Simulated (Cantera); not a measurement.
A freely propagating, adiabatic, planar premixed flame of H2 : O2 : N2 : H2O = 1 : 0.5 : 1.3 : 0.49 (molar parts), equivalence ratio 1.0, unburnt at 425 K and 750 Torr; mixture-averaged transport, grid criteria slope 0.08 and curve 0.16, no radiation.

Computed with Cantera and the H2/O2 subset of GRI-Mech 3.0, which has no nitrogen chemistry. Burning velocities carry a grid error of a few per cent, more on coarse grids.

Q: Predict: laminar burning velocity; thermal thickness; peak x(H2O2); peak x(HO2); peak x(O).

A: laminar burning velocity: 406 cm/s
thermal thickness: 0.325 mm
peak x(H2O2): 8.48e-5
peak x(HO2): 0.000710
peak x(O): 0.00882
